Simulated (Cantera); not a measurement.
Input: 1 mol SiH4, 15 mol O2, 1.6 mol N2, 6.1 mol CO2, equilibrated at 848 K and 0.00133 bar.

Cantera equilibrium calculation (NASA polynomials, part measured and part estimated; ideal gas, pure solids and liquids). Candidate condensed phases: C, C6H6, C7H8, C8H18, H2O, Si, SiC, SiO2, Si2N2O, Si3N4; 151 gas species. Equilibrium is a limit: real reactors are often held back by kinetics, nucleation or transport.

What is the equilibrium state?


| Quantity | Value |
|---|---|
| x(O2) | 0.573 |
| x(CO2) | 0.269 |
| x(H2O) | 0.0881 |
| x(N2) | 0.0705 |
| x(NO) | 2.15e-6 |
| n(SiO2(β-quartz)) | 1.00 mol |
| gas amount | 22.70 mol |
| log10 activity of C(graphite) (absent) | -24.70 |
| log10 activity of Si(s) (absent) | -43.50 |
